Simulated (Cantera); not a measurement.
A closed system holds: 1 mol SiO2, 0.61 mol Cl2, 0.32 mol O2, at 0.133 bar.

Cantera equilibrium calculation (NASA polynomials, part measured and part estimated; ideal gas, pure solids and liquids). Candidate condensed phases: Si, SiO2; 15 gas species. Rates play no part.

At 950 K, list the 3 most abundant gas species with their mole fractions, and the condensed phases.

Cl2 0.656, O2 0.344, Cl 0.000392. Condensed: SiO2(β-quartz).
